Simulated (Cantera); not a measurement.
Input: 1 mol Si(CH3)4, 1.3 mol C2H2, 1.8 mol H2, at 2325 K and 10.0 mbar.

Cantera equilibrium calculation (NASA polynomials, part measured and part estimated; ideal gas, pure solids and liquids). Candidate condensed phases: C, C6H6, C7H8, C8H18, Si, SiC; 87 gas species. Gases not in the tables: Si2H6 and higher silanes. Equilibrium is a limit: real reactors are often held back by kinetics, nucleation or transport.

Base state: H2 0.870, H 0.103, Si 0.0178, C2H2 (acetylene) 0.00426, SiC2 0.00268, Si2C 0.00157, SiH 0.000585, SiH2 6.94e-5 (mole fractions); condensed: C(graphite) + SiC(s).

### Question
What changes in the equilibrium state with this change: pressure from 10.0 mbar to 53.0 mbar?

### Answer
| species | before | after |
|---|---|---|
| H2 | 0.870 | 0.944 |
| H | 0.103 | 0.0464 |
| C2H2 (acetylene) | 0.00426 | 0.00462 |
| Si | 0.0178 | 0.00337 |
| Si2 | 5.54e-5 | 1.04e-5 |
| Si2C | 0.00157 | 0.000295 |
| SiC2 | 0.00268 | 0.000506 |
| C2H | 2.41e-5 | 1.09e-5 |
| C(graphite), mol | 5.69 | 5.55 |
| SiC(s), mol | 0.760 | 0.955 |

### Question
What changes in the equilibrium state with this change: temperature from 2325 K to 2300 K?

### Answer
```json
[
 {"species": "H2", "before": "0.870", "after": "0.888"},
 {"species": "H", "before": "0.103", "after": "0.0912"},
 {"species": "Si", "before": "0.0178", "after": "0.0134"},
 {"species": "Si2", "before": "5.54e-5", "after": "3.71e-5"},
 {"species": "SiC2", "before": "0.00268", "after": "0.00185"},
 {"species": "Si2C", "before": "0.00157", "after": "0.00109"},
 {"species": "C2H", "before": "2.41e-5", "after": "1.78e-5"},
 {"species": "C(graphite), mol", "before": "5.69", "after": "5.65"},
 {"species": "SiC(s), mol", "before": "0.760", "after": "0.825"}
]
```
